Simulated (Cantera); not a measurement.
Cantera run:

```python
import numpy as np
import cantera as ct

gas_names = [...]  # 95 gases of nasa_gas.yaml made of C, F, H
cond_names = """
    C(gr) C6H6(L) C7H8(L) C8H18(L),n-octa
""".split()


# ... load() reads the species with a 1 bar reference pressure and builds the phases ...
atoms = {
    'c-C4F8': {'C': 4, 'F': 8},
    'H2': {'H': 2},
}
top_T = {'C(gr)': 4500}  # K; cautious upper limits of use, not melting points


# ... equilibrate(T, P, feed) seeds the gas with the atoms and calls Mixture.equilibrate('TP', solver="vcs", rtol=1e-11, max_steps=5000) ...
results = []
T = 2448.15  # K
P = 13  # Pa
for m in [1.3, 2.5, 3.6, 4.8, 6, 7.2, 8.4, 9.6]:
    feed = {'c-C4F8': 1, 'H2': m}  # mol
    mix = equilibrate(T, P, feed)
    results.append((T, P, feed, dict(zip(mix.species_names, mix.species_moles))))

top = {s: max(r[3][s] / sum(r[3][g] for g in gas_names) for r in results) for s in gas_names}
cols = sorted((s for s in top if top[s] > 0.0001), key=lambda s: -top[s])[:8]
seen = [c for c in cond_names if any(r[3].get(c, 0) > 1e-12 for r in results)]
print("log10 of partial pressures in bar; condensed amounts in mol")
print(f"{'n(H2)':>10s}" + "".join(f"{s[:9]:>10s}" for s in cols + seen))
for T, P, feed, n in results:
    ng = sum(n[g] for g in gas_names)
    print(f"{feed['H2']:10.4g}" + "".join(f"{np.log10(max(n[s] / ng * P / 1e5, 1e-99)):10.3f}" for s in cols)
          + "".join(f"{n.get(c, 0):10.4g}" for c in seen))
```

It prints:

```
log10 of partial pressures in bar; condensed amounts in mol
     n(H2)        HF         F         H        H2        CF       CF2        C3 C2H2,acet     C(gr)
       1.3    -4.376    -4.077    -6.441    -9.480    -5.634    -5.937    -6.662   -11.543     3.739
       2.5    -4.101    -4.324    -5.918    -8.435    -5.880    -6.431    -6.662   -10.498     3.847
       3.6    -3.968    -4.777    -5.332    -7.262    -6.334    -7.337    -6.662    -9.325     3.917
       4.8    -3.988    -5.475    -4.654    -5.907    -7.032    -8.734    -6.662    -7.970     3.931
         6    -4.065    -5.788    -4.418    -5.435    -7.345    -9.359    -6.662    -7.498     3.915
       7.2    -4.133    -5.962    -4.311    -5.222    -7.519    -9.708    -6.662    -7.284     3.897
       8.4    -4.191    -6.084    -4.249    -5.096    -7.641    -9.951    -6.662    -7.159     3.877
       9.6    -4.243    -6.177    -4.207    -5.013    -7.734   -10.137    -6.662    -7.076     3.857
```

Cantera equilibrium calculation (NASA polynomials, part measured and part estimated; ideal gas, pure solids and liquids). The feed counts by its element totals alone.
